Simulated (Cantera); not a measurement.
What does this Cantera script print?

```python
import numpy as np
import cantera as ct

gas = ct.Solution("gri30.yaml")
gas.TPX = 1800, 1100000, {'CH4': 1, 'O2': 4.88, 'N2': 18.3}
reactor = ct.IdealGasReactor(gas, energy="on", clone=False)
net = ct.ReactorNet([reactor])
net.rtol, net.atol = 1e-08, 1e-16
show = ['CH4', 'O2', 'NO', 'HO2', 'CO2']
times = np.geomspace(9e-06, 2, 16)

steps = ct.SolutionArray(gas, extra=["t"])
rows = []
print(f"{'t/s':>10s}{'T/K':>9s}{'P/Pa':>11s}" + "".join(f"{s:>11s}" for s in show))
for t in times:
    while net.time < t:
        t_next = net.step()
        steps.append(gas.state, t=t_next)
    rows.append([np.interp(t, steps.t, y) for y in (steps.T, steps.P, *steps(*show).X.T)])
    print(f"{t:10.3e}{rows[-1][0]:9.1f}{rows[-1][1]:11.4g}" + "".join(f"{x:11.3e}" for x in rows[-1][2:]))
rate = np.gradient(steps.T, steps.t)
print("integrator steps:", len(steps.t))
if steps.T.max() > steps.T[0] + 200:
    print(f"time of steepest temperature rise: {steps.t[rate.argmax()]:.4e} s")
gas.TPX = 1800, 1100000, {'CH4': 1, 'O2': 4.88, 'N2': 18.3}
gas.equilibrate("UV")
print(f"equilibrium (UV): T = {gas.T:.1f} K  " + "  ".join(f"{s} {gas[s].X[0]:.3e}" for s in show))
```

Result:

```
       t/s      T/K       P/Pa        CH4         O2         NO        HO2        CO2
 9.000e-06   1822.1  1.115e+06  3.652e-02  1.984e-01  6.230e-10  1.595e-04  5.393e-05
 2.045e-05   2750.9  1.694e+06  1.204e-15  1.158e-01  3.990e-04  2.921e-05  3.714e-02
 4.647e-05   2754.7  1.696e+06  1.262e-17  1.150e-01  1.789e-03  2.924e-05  3.766e-02
 1.056e-04   2748.9  1.692e+06  1.185e-17  1.137e-01  4.637e-03  2.863e-05  3.773e-02
 2.399e-04   2738.4  1.685e+06  1.085e-17  1.113e-01  9.716e-03  2.756e-05  3.784e-02
 5.451e-04   2724.5  1.676e+06  9.620e-18  1.081e-01  1.638e-02  2.617e-05  3.798e-02
 1.239e-03   2714.5  1.669e+06  8.797e-18  1.058e-01  2.118e-02  2.520e-05  3.808e-02
 2.815e-03   2712.1  1.668e+06  8.614e-18  1.053e-01  2.229e-02  2.497e-05  3.810e-02
 6.395e-03   2712.0  1.668e+06  8.609e-18  1.052e-01  2.232e-02  2.497e-05  3.811e-02
 1.453e-02   2712.0  1.668e+06  8.609e-18  1.052e-01  2.232e-02  2.497e-05  3.811e-02
 3.302e-02   2712.0  1.668e+06  8.609e-18  1.052e-01  2.232e-02  2.497e-05  3.811e-02
 7.503e-02   2712.0  1.668e+06  8.609e-18  1.052e-01  2.232e-02  2.497e-05  3.811e-02
 1.705e-01   2712.0  1.668e+06  8.609e-18  1.052e-01  2.232e-02  2.497e-05  3.811e-02
 3.874e-01   2712.0  1.668e+06  8.609e-18  1.052e-01  2.232e-02  2.497e-05  3.811e-02
 8.802e-01   2712.0  1.668e+06  8.609e-18  1.052e-01  2.232e-02  2.497e-05  3.811e-02
 2.000e+00   2712.0  1.668e+06  8.609e-18  1.052e-01  2.232e-02  2.497e-05  3.811e-02
integrator steps: 1600
time of steepest temperature rise: 1.3114e-05 s
equilibrium (UV): T = 2712.0 K  CH4 1.244e-17  O2 1.052e-01  NO 2.232e-02  HO2 2.497e-05  CO2 3.811e-02
```

Detailed kinetics in Cantera: GRI-Mech 3.0 (53 species, 325 reactions).
